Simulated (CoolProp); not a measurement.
A Linde-Hampson liquefier for ethane: isothermal reversible compression at 320 K from 1 atm to 20 MPa, throttling to 1 atm, return gas leaving the recuperator 0 K below the feed. Each further row changes one setting.

The numbers come from the reference Helmholtz-energy equation of state, Bücker 2006 in CoolProp.

```json
[
 {"case": "as stated", "liquid yield per pass": "[?]", "compression work (kJ/kg of gas)": "366"},
 {"case": "high pressure 40 MPa", "liquid yield per pass": "[?]", "compression work (kJ/kg of gas)": "[?]"},
 {"case": "warm-end temperature 350 K", "liquid yield per pass": "[?]", "compression work (kJ/kg of gas)": "[?]"},
 {"case": "warm-end gap 5 K", "liquid yield per pass": "[?]", "compression work (kJ/kg of gas)": "366"}
]
```

Problem. Complete the blanks.

Solution. 
- as stated, liquid yield per pass: 0.465
- high pressure 40 MPa, liquid yield per pass: 0.461
- high pressure 40 MPa, compression work (kJ/kg of gas): 414
- warm-end temperature 350 K, liquid yield per pass: 0.381
- warm-end temperature 350 K, compression work (kJ/kg of gas): 429
- warm-end gap 5 K, liquid yield per pass: 0.458
